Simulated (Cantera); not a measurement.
Input: 1 mol Cu2O, 15 mol CO, 0.87 mol N2, equilibrated at 0.140 bar.

Cantera equilibrium calculation (NASA polynomials, part measured and part estimated; ideal gas, pure solids and liquids). Candidate condensed phases: C, Cu, CuO, Cu2O; 27 gas species. Equilibrium is a limit: real reactors are often held back by kinetics, nucleation or transport.

Question: Which condensed phases are stable at each of these points (T (°C)): 1675, 1700, 1725, 1750, 1775, 1800, 1825, 1850, 1875, 1900, 1925, 1950?

Answer: 
```
T (°C)  condensed phases  Cu condensed (%)
------  ----------------  ----------------
1675               Cu(l)              84.8
1700               Cu(l)              80.5
1725               Cu(l)              75.1
1750               Cu(l)              68.4
1775               Cu(l)              60.0
1800               Cu(l)              49.6
1825               Cu(l)              36.6
1850               Cu(l)              20.4
1875               Cu(l)               0.2
1900            gas only               0.0
1925            gas only               0.0
1950            gas only               0.0
```

From 1675 °C to 1875 °C the condensed part is Cu(l). From 1900 °C to 1950 °C nothing is condensed.
